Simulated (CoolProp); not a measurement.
Fluorine along the isotherm -160.25 °C: density (kg/m³) from the reference equation and from simpler models built on Tc = -128.7 °C, pc = 5.240 MPa, ω = 0.045; each cubic takes its own stable root.

Model: reference Helmholtz-energy equation of state, de Reuck 1990, in CoolProp.

| p (MPa) | phase | reference | van der Waals | Peng-Robinson |
|---|---|---|---|---|
| 1.64 | liquid | 1282 | 83.44 | 1413 |
| 3.27 | liquid | ? | 891.6 | 1430 |
| 4.91 | liquid | 1303 | ? | 1446 |
| 6.55 | liquid | 1312 | 923.7 | 1460 |
| 8.19 | liquid | ? | 936.5 | 1474 |
| 9.82 | liquid | ? | 947.9 | 1486 |
| 11.5 | liquid | 1337 | 958.5 | 1498 |
| 13.1 | liquid | 1344 | 967.7 | 1509 |

Some entries are withheld; supply them.


- 3.27, reference: 1293
- 4.91, van der Waals: 908.9
- 8.19, reference: 1321
- 9.82, reference: 1329

At some of these states van der Waals gives the other phase, because its saturation line lies elsewhere.
